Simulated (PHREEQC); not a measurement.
# Polishing slurry liquid (model solution)

Make-up at 20 °C: 10 mmol/kgw K2CO3 and 0.17 mmol/kgw H3BO3. Closed to the air; pH follows from the charge balance.

The numbers come from PHREEQC with the ion-association model, phreeqc.dat.

Each row changes one thing in this solution. Precipitation was switched off in this run.

```
case                                 pH  ionic strength (mol/kgw)
--------------------------------  -----  ------------------------
as made                           11.07                    0.0289
H3BO3 left out                    11.11                    0.0290
diluted 5-fold with water         10.78                   0.00552
K2CO3 from 0.01 to 0.015 mol/kgw  11.15                    0.0437
K2CO3 left out                     6.51                   3.10e-7
temperature from 20 to 50 °C      10.51                    0.0278
```

Species that the database lacks are ignored. Away from 25 °C the constants follow the database's enthalpies or fits; those with neither stay at their 25 °C values.
